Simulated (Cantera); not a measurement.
An adiabatic, constant-pressure homogeneous reactor starts with CH4 : O2 : N2 : H2O = 1 : 1.43 : 5.37 : 0.19 (molar parts), at 1025 K and 3750 Torr. Integrator tolerance rtol = 1e-08.

Detailed kinetics in Cantera: GRI-Mech 3.0 (53 species, 325 reactions).

Task: What does this change do: initial temperature 1025 to 1823 K?

Result: 
```tsv
quantity	before	after
time of steepest temperature rise	0.141 s	26.8 µs
temperature at 3.00 s	2483 K	2964 K
equilibrium temperature	2483 K	2964 K
x(CH4) at 3.00 s	6.31e-12 (gas-phase equilibrium 7.17e-12)	1.60e-12 (gas-phase equilibrium 1.90e-12)
x(O2) at 3.00 s	6.92e-5 (gas-phase equilibrium 6.92e-5)	0.00268 (gas-phase equilibrium 0.00268)
x(H2O) at 3.00 s	0.195 (gas-phase equilibrium 0.195)	0.175 (gas-phase equilibrium 0.175)
x(C2H) at 3.00 s	<1e-12 (gas-phase equilibrium <1e-12)	<1e-12 (gas-phase equilibrium <1e-12)
x(H2O2) at 3.00 s	2.47e-8 (gas-phase equilibrium 2.47e-8)	3.32e-7 (gas-phase equilibrium 3.32e-7)
x(C2H6) at 3.00 s	<1e-12 (gas-phase equilibrium <1e-12)	<1e-12 (gas-phase equilibrium <1e-12)
```

Task: What does this change do: N2 5.37 to 10 parts?

Result: 
```tsv
quantity	before	after
time of steepest temperature rise	0.141 s	0.241 s
temperature at 3.00 s	2483 K	2044 K
equilibrium temperature	2483 K	2044 K
x(CH4) at 3.00 s	6.31e-12 (gas-phase equilibrium 7.17e-12)	1.98e-11 (gas-phase equilibrium 2.24e-11)
x(O2) at 3.00 s	6.92e-5 (gas-phase equilibrium 6.92e-5)	3.09e-7 (gas-phase equilibrium 3.09e-7)
x(H2O) at 3.00 s	0.195 (gas-phase equilibrium 0.195)	0.125 (gas-phase equilibrium 0.125)
x(C2H) at 3.00 s	<1e-12 (gas-phase equilibrium <1e-12)	<1e-12 (gas-phase equilibrium <1e-12)
x(H2O2) at 3.00 s	2.47e-8 (gas-phase equilibrium 2.47e-8)	3.34e-10 (gas-phase equilibrium 3.34e-10)
x(C2H6) at 3.00 s	<1e-12 (gas-phase equilibrium <1e-12)	<1e-12 (gas-phase equilibrium <1e-12)
```
